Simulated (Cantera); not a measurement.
# Adiabatic ignition

An adiabatic, constant-pressure homogeneous reactor starts with 1.64 % C₃H₈, 18.7 % O₂, 70.1 % N₂, 9.52 % H₂O, equivalence ratio 0.44, at 1723 K and 101000 Pa.

Model: GRI-Mech 3.0 (53 species, 325 reactions), integrated in Cantera. GRI-Mech 3.0 was tuned for natural gas; its chemistry of propane as a main component is partial and can be far from experiment.

```json
[
 {"t (s)": "6.00e-6", "T (K)": "1702", "x C₃H₈": "0.00892", "x O₂": "0.182", "x H₂O": "0.0970", "x CO": "0.00102", "x HCN": "3.16e-9", "x HO₂": "0.000205", "x OH": "0.000473"},
 {"t (s)": "1.20e-5", "T (K)": "1791", "x C₃H₈": "0.000965", "x O₂": "0.163", "x H₂O": "0.108", "x CO": "0.0116", "x HCN": "7.05e-8", "x HO₂": "0.000622", "x OH": "0.00193"},
 {"t (s)": "2.41e-5", "T (K)": "2076", "x C₃H₈": "<1e-12", "x O₂": "0.110", "x H₂O": "0.135", "x CO": "0.0313", "x HCN": "1.27e-7", "x HO₂": "1.41e-5", "x OH": "0.0159"},
 {"t (s)": "4.82e-5", "T (K)": "2165", "x C₃H₈": "<1e-12", "x O₂": "0.102", "x H₂O": "0.133", "x CO": "0.0141", "x HCN": "2.31e-12", "x HO₂": "1.17e-5", "x OH": "0.0185"},
 {"t (s)": "9.65e-5", "T (K)": "2272", "x C₃H₈": "<1e-12", "x O₂": "0.101", "x H₂O": "0.138", "x CO": "0.00954", "x HCN": "<1e-12", "x HO₂": "8.47e-6", "x OH": "0.0176"},
 {"t (s)": "0.000193", "T (K)": "2367", "x C₃H₈": "<1e-12", "x O₂": "0.101", "x H₂O": "0.144", "x CO": "0.00648", "x HCN": "1.01e-12", "x HO₂": "7.33e-6", "x OH": "0.0151"},
 {"t (s)": "0.000387", "T (K)": "2424", "x C₃H₈": "<1e-12", "x O₂": "0.101", "x H₂O": "0.148", "x CO": "0.00428", "x HCN": "1.08e-12", "x HO₂": "8.09e-6", "x OH": "0.0127"},
 {"t (s)": "0.000775", "T (K)": "2437", "x C₃H₈": "<1e-12", "x O₂": "0.101", "x H₂O": "0.149", "x CO": "0.00370", "x HCN": "1.12e-12", "x HO₂": "8.51e-6", "x OH": "0.0120"},
 {"t (s)": "0.00155", "T (K)": "2437", "x C₃H₈": "<1e-12", "x O₂": "0.101", "x H₂O": "0.149", "x CO": "0.00366", "x HCN": "1.21e-12", "x HO₂": "8.51e-6", "x OH": "0.0120"},
 {"t (s)": "0.00311", "T (K)": "2436", "x C₃H₈": "<1e-12", "x O₂": "0.100", "x H₂O": "0.149", "x CO": "0.00365", "x HCN": "1.39e-12", "x HO₂": "8.46e-6", "x OH": "0.0119"},
 {"t (s)": "0.00622", "T (K)": "2434", "x C₃H₈": "<1e-12", "x O₂": "0.0996", "x H₂O": "0.149", "x CO": "0.00362", "x HCN": "1.70e-12", "x HO₂": "8.38e-6", "x OH": "0.0118"},
 {"t (s)": "0.0125", "T (K)": "2431", "x C₃H₈": "<1e-12", "x O₂": "0.0985", "x H₂O": "0.149", "x CO": "0.00358", "x HCN": "2.19e-12", "x HO₂": "8.24e-6", "x OH": "0.0117"},
 {"t (s)": "0.0249", "T (K)": "2426", "x C₃H₈": "<1e-12", "x O₂": "0.0970", "x H₂O": "0.149", "x CO": "0.00352", "x HCN": "2.77e-12", "x HO₂": "8.04e-6", "x OH": "0.0115"},
 {"t (s)": "0.0499", "T (K)": "2422", "x C₃H₈": "<1e-12", "x O₂": "0.0956", "x H₂O": "0.149", "x CO": "0.00346", "x HCN": "3.22e-12", "x HO₂": "7.86e-6", "x OH": "0.0113"},
 {"t (s)": "0.100", "T (K)": "2420", "x C₃H₈": "<1e-12", "x O₂": "0.0950", "x H₂O": "0.149", "x CO": "0.00344", "x HCN": "3.39e-12", "x HO₂": "7.79e-6", "x OH": "0.0112"}
]
```
x: mole fraction; the columns are a selection and need not sum to one.

The time of steepest temperature rise is 15.6 µs. The temperature at 0.100 s is 2420 K and the equilibrium temperature is 2420 K. The x(C₃H₈) at 0.100 s is <1e-12 (gas-phase equilibrium <1e-12), the x(O₂) at 0.100 s is 0.0950 (gas-phase equilibrium 0.0950) and the x(H₂O) at 0.100 s is 0.149 (gas-phase equilibrium 0.149).
